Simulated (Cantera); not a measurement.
An isothermal, constant-pressure homogeneous reactor starts with 2.40 % H2, 80.0 % O2, 17.6 % N2, equivalence ratio 0.015, at 1375 K and 0.0132 atm.

Cantera simulation using the H2/O2 subset of GRI-Mech 3.0, which has no nitrogen chemistry; the numbers are that mechanism's predictions, not measurements. Radical loss at walls, strong at low pressure, is not modelled.

One state of this run: x H2 = 0.000116; x O2 = 0.789; x HO2 = 7.10e-7; x OH = 0.00192; x O = 0.00828; x H = 0.000537; x H2O2 = 2.18e-8. x: mole fraction; the columns are a selection and need not sum to one.

### Question
Which value of t (s) does it belong to?
A. 0.162
B. 7.00e-6
C. 2.46e-5
D. 0.569

### Answer
A, 0.162
